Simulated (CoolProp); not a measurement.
Vapour-liquid equilibrium of carbon dioxide (1) + carbonyl sulfide (2) at 245.8 K; x and y are mole fractions of (1).

The numbers come from the multi-fluid Helmholtz-energy mixture model, Span 1996 and Lemmon 2006; pair parameters Bell 2016 in CoolProp.

| x | bubble pressure, mixture model (kPa) | bubble pressure, Raoult's law (kPa) | y, mixture model | y, Raoult's law |
|---|---|---|---|---|
| 0.05 | 381.6 | 326.5 | 0.331 | 0.239 |
| 0.125 | 539.5 | 423.8 | 0.547 | 0.460 |
| 0.2 | 674.1 | 521.1 | 0.654 | 0.598 |
| 0.275 | 789.5 | 618.4 | 0.720 | 0.693 |
| 0.35 | 889.9 | 715.7 | 0.765 | 0.762 |
| 0.425 | 978.7 | 813.0 | 0.800 | 0.815 |
| 0.5 | 1059 | 910.3 | 0.828 | 0.856 |
| 0.575 | 1135 | 1008 | 0.853 | 0.890 |
| 0.65 | 1208 | 1105 | 0.877 | 0.917 |
| 0.725 | 1280 | 1202 | 0.900 | 0.940 |
| 0.8 | 1352 | 1300 | 0.924 | 0.960 |
| 0.875 | 1427 | 1397 | 0.950 | 0.977 |
| 0.95 | 1505 | 1494 | 0.979 | 0.991 |

The largest gap from Raoult's law is +29.4 % in bubble pressure, at x = 0.2. No azeotrope shows between x = 0.05 and 0.95.

Pair parameters are fitted to limited data, so mixtures are less certain than the pure fluids.
